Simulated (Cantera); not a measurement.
An isothermal, constant-pressure homogeneous reactor starts with C₂H₆ : N₂ = 1 : 2.4 (molar parts), at 1375 K and 0.0132 atm. Integrator tolerance rtol = 1e-08.

Detailed kinetics in Cantera: GRI-Mech 3.0 (53 species, 325 reactions). GRI-Mech 3.0 stops at C3 and has no aromatics, soot or wall deposition, so with more carbon than oxygen in the feed, carbon stays in small species such as C2H2 where larger ones or solid carbon would form. Radical loss at walls, strong at low pressure, is not modelled.

Task: What does this change do: pressure from 0.0132 atm to 0.306 atm?

Result: 
```csv
quantity,before,after
x(C₂H₆) at 2.00 s,5.78e-6 (gas-phase equilibrium 8.51e-8),3.19e-5 (gas-phase equilibrium 2.47e-5)
x(CH₃) at 2.00 s,3.60e-5 (gas-phase equilibrium 3.90e-6),1.49e-5 (gas-phase equilibrium 1.38e-5)
x(C₂H₄) at 2.00 s,0.0270 (gas-phase equilibrium 0.000715),0.0154 (gas-phase equilibrium 0.0110)
x(CH₄) at 2.00 s,0.0866 (gas-phase equilibrium 0.00396),0.0597 (gas-phase equilibrium 0.0606)
x(C₂H) at 2.00 s,2.31e-9 (gas-phase equilibrium 5.31e-9),1.56e-9 (gas-phase equilibrium 1.01e-9)
x(CH₂) at 2.00 s,5.19e-10 (gas-phase equilibrium 1.34e-10),1.30e-10 (gas-phase equilibrium 1.09e-10)
x(H₂) at 2.00 s,0.255 (gas-phase equilibrium 0.365),0.293 (gas-phase equilibrium 0.295)
```
